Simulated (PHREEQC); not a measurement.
Consider water at 25 °C with 0.38 mol NH3 and 0.0086 mol NaAlO2 per kg of water. Closed to the air; pH follows from the charge balance.

All values are PHREEQC results (ion-association model, phreeqc.dat), not measurements.

```tsv
quantity	before	after
pH	11.41	10.33
ionic strength (mol/kgw)	0.0115	0.0116
Al(OH)3 (mol/kgw)	1.60e-8	7.62e-8
SI of Gibbsite (Al(OH)3)	+1.03	+0.47
```

**Question.** What was changed between the two runs?
(A) temperature from 25 to 65 °C
(B) NaAlO2 from 0.0086 to 0.0172 mol/kgw
(C) NH3 from 0.38 to 0.418 mol/kgw
(D) NH3 from 0.38 to 1.9 mol/kgw
(E) NH3 left out

**Answer.** A, temperature from 25 to 65 °C

Precipitation was switched off in this run. Some of these states are supersaturated (in Gibbsite (slow to form), for instance). Away from 25 °C the constants follow the database's enthalpies or fits; those with neither stay at their 25 °C values.
